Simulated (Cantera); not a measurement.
**CO₂ + O₂ + CH₄ (abatement and gas-phase synthesis)**

Feed: 1 mol CO₂, 0.093 mol O₂, 0.0011 mol CH₄, held at 43.0 Pa.

Cantera equilibrium calculation (NASA polynomials, part measured and part estimated; ideal gas, pure solids and liquids). Candidate condensed phases: C, C₆H₆, C₇H₈, C₈H₁₈, H₂O; 110 gas species. The numbers say what is thermodynamically allowed, not how fast it happens.

From 1998 K to 3098 K nothing is condensed. The main C-bearing gas is CO₂ at 1998 K and CO at 3098 K.

| T (K) | x CO₂ | x O | x CO | x O₂ | x H | x OH |
|---|---|---|---|---|---|---|
| 1998 | 0.727 | 0.0116 | 0.125 | 0.134 | 0.000469 | 0.00124 |
| 2098 | 0.600 | 0.0267 | 0.207 | 0.163 | 0.000898 | 0.00153 |
| 2198 | 0.453 | 0.0560 | 0.298 | 0.189 | 0.00135 | 0.00150 |
| 2298 | 0.309 | 0.106 | 0.382 | 0.201 | 0.00167 | 0.00122 |
| 2398 | 0.189 | 0.179 | 0.441 | 0.188 | 0.00186 | 0.000864 |
| 2498 | 0.104 | 0.270 | 0.470 | 0.153 | 0.00196 | 0.000556 |
| 2598 | 0.0530 | 0.362 | 0.477 | 0.106 | 0.00199 | 0.000331 |
| 2698 | 0.0254 | 0.436 | 0.472 | 0.0638 | 0.00200 | 0.000185 |
| 2798 | 0.0120 | 0.485 | 0.466 | 0.0348 | 0.00200 | 0.000101 |
| 2898 | 0.00572 | 0.512 | 0.462 | 0.0181 | 0.00200 | 5.45e-5 |
| 2998 | 0.00281 | 0.526 | 0.460 | 0.00941 | 0.00200 | 3.00e-5 |
| 3098 | 0.00143 | 0.533 | 0.459 | 0.00497 | 0.00200 | 1.70e-5 |
x: gas mole fraction; nothing condenses.
